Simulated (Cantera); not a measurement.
# Equilibrium for boron, boron nitride and boron oxide: B₂O₃ + NH₃ + N₂

Input: 1 mol B₂O₃, 0.49 mol NH₃, 35 mol N₂, equilibrated at 13000 Pa.

Equilibrium computed with Cantera from the NASA thermochemical tables; the gas is ideal and each condensed phase is pure. Candidate condensed phases: B, BN, B₂O₃, B₃O₃H₃, H₂O; 39 gas species. Mutual solubility and eutectic melting of coexisting phases are not modelled. Rates play no part.

```tsv
T (K)	x N₂	x B₂O₃	x H₂	x HBO₂	x BO	x HBO	x H	x B₂O₂	n BN(s)	n B₂O₃(l)
1248	0.980	3.19e-7	0.0203	4.20e-5	2.87e-10	7.93e-7	1.85e-7	5.27e-10	0.00263	0.998
1398	0.979	1.76e-5	0.0202	0.000231	4.39e-8	1.56e-5	1.87e-6	1.21e-7	0.00457	0.993
1548	0.979	0.000431	0.0198	0.000884	2.48e-6	0.000168	1.20e-5	9.36e-6	0.0102	0.960
1698	0.972	0.00583	0.0183	0.00254	6.76e-5	0.00114	5.43e-5	0.000328	0.00975	0.704
1848	0.953	0.0215	0.0158	0.00538	0.000486	0.00245	0.000185	0.00133	0	0
1998	0.952	0.0206	0.0150	0.00618	0.00140	0.00265	0.000544	0.00128	0	0
2148	0.951	0.0194	0.0139	0.00716	0.00323	0.00260	0.00136	0.00107	0	0
```
x: gas mole fraction; n: condensed amount in mol.

From 1248 K to 1698 K the condensed part is BN(s) + B₂O₃(l). From 1848 K to 2148 K nothing is condensed. The main B-bearing gas is HBO₂ at 1248 K and B₂O₃ at 2148 K.
